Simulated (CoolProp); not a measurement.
Properties of ammonia along the isobar 153 bar.

Values from CoolProp's reference Helmholtz-energy equation of state, Gao 2020.

| T (°C) | phase | cv (kJ/(kg K)) | speed of sound (m/s) | Joule-Thomson coefficient (K/MPa) | viscosity (µPa s) |
|---|---|---|---|---|---|
| -41.85 | liquid | 2.948 | 1849 | -0.2021 | 309 |
| -10.25 | liquid | 2.865 | 1660 | -0.1720 | 205 |
| 21.35 | liquid | 2.792 | 1458 | -0.1244 | 148 |
| 52.85 | liquid | 2.746 | 1243 | -0.04317 | 111 |
| 84.45 | liquid | 2.725 | 1010 | 0.1144 | 83.6 |
| 116.05 | liquid | 2.752 | 741.0 | 0.5126 | 61.3 |
| 147.65 | supercritical | 3.115 | 378.7 | 3.023 | 33.8 |
| 179.25 | supercritical | 2.655 | 418.1 | 5.242 | 20.1 |

Viscosity comes from a separate model (Fenghour 1995).
